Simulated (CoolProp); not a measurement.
Values from CoolProp's reference Helmholtz-energy equation of state, Lemmon 2006. It is a short technical equation, of lower accuracy than the large ones.

Task: Give the vapour pressure (bar), liquid density (kg/m³), vapour density (kg/m³), surface tension (mN/m) of saturated isohexane at 39.25, 146.95 °C.

Result: 
| T (°C) | p (bar) | liquid density (kg/m³) | vapour density (kg/m³) | surface tension (mN/m) |
|---|---|---|---|---|
| 39.25 | 0.493 | 635 | 1.69 | 15.4 |
| 146.95 | 8.52 | 515 | 26.8 | 5.46 |

Surface tension comes from a separate correlation (Mulero 2012).
